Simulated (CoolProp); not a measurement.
Vapour-liquid equilibrium of propane (1) + R114 (2) at 38.85 °C; x and y are mole fractions of (1).

Model: multi-fluid Helmholtz-energy mixture model, Lemmon 2009 and Platzer 1990; pair parameters Bell 2016, in CoolProp. This equation is an older, rougher fit; its heat capacities, sound speeds and derivatives of the liquid may be far off and weren't checked against measurements.

```csv
x,bubble pressure (MPa),y at the bubble point,dew pressure at overall composition x (MPa),liquid density (mol/L)
0.05,0.3936,0.192,0.3424,8.346
0.2,0.5738,0.500,0.3968,8.631
0.35,0.7316,0.656,0.4703,8.934
0.5,0.8749,0.758,0.5734,9.262
0.65,1.011,0.838,0.7239,9.621
0.8,1.146,0.908,0.9435,10.02
0.95,1.285,0.977,1.231,10.48
```

No azeotrope shows between x = 0.05 and 0.95.

Pair parameters are fitted to limited data, so mixtures are less certain than the pure fluids.
